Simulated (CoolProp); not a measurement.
Methane at 293.15 K and 1.19 MPa flows at 0.31 m/s in a round tube of 2 mm bore and 15 µm roughness, fully developed (64/Re and Nu = 3.66 if laminar; Colebrook and Gnielinski if turbulent). Each further row changes one setting.

The numbers come from the reference Helmholtz-energy equation of state, Setzmann 1991 in CoolProp.

```tsv
case	Reynolds number	Darcy friction factor	pressure drop (Pa/m)	heat-transfer coefficient (W/(m² K))	mass flow (kg/h)
as stated	444	0.144	27.8	62.6	0.0281
velocity 0.62 m/s	887	0.0721	55.5	62.6	0.0561
diameter 4 mm	887	0.0721	6.94	31.3	0.112
```

Viscosity comes from a separate model (Quiñones-Cisneros 2006). Thermal conductivity comes from a separate model (Friend 1989).
